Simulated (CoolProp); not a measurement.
The numbers come from the reference Helmholtz-energy equation of state, Zhou 2011 in CoolProp.

**Question.** Give the vapour pressure (bar), liquid density (kg/m³), enthalpy of vaporisation (kJ/kg), liquid cp (kJ/(kg K)) of saturated dimethyl carbonate at 143.45, 156.25 °C.

**Answer.** 
```csv
T (°C),p (bar),liquid density (kg/m³),enthalpy of vaporisation (kJ/kg),liquid cp (kJ/(kg K))
143.45,4.31,894,335,2.11
156.25,5.74,873,324,2.15
```
